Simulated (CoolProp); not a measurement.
Properties of hexamethyldisiloxane (MM) along the isotherm 582 K.

Computed with CoolProp (reference Helmholtz-energy equation of state, Thol 2016).

| p (MPa) | phase | cv (kJ/(kg K)) | speed of sound (m/s) |
|---|---|---|---|
| 0.0611 | gas | 2.142 | ___ |
| 0.125 | gas | 2.143 | ___ |
| 0.258 | gas | 2.145 | ___ |
| 0.529 | gas | 2.149 | 163.7 |
| 1.09 | gas | 2.159 | ___ |
| 2.23 | supercritical | 2.185 | ___ |
| 4.58 | supercritical | 2.223 | 138.2 |
| 9.4 | supercritical | ___ | ___ |
| 19.3 | supercritical | 2.185 | 468.7 |

Question: Fill in the missing entries.

Answer: 
- 0.0611, speed of sound (m/s): 173.5
- 0.125, speed of sound (m/s): 172.2
- 0.258, speed of sound (m/s): 169.4
- 1.09, speed of sound (m/s): 151.4
- 2.23, speed of sound (m/s): 127.1
- 9.4, cv (kJ/(kg K)): 2.191
- 9.4, speed of sound (m/s): 298.0
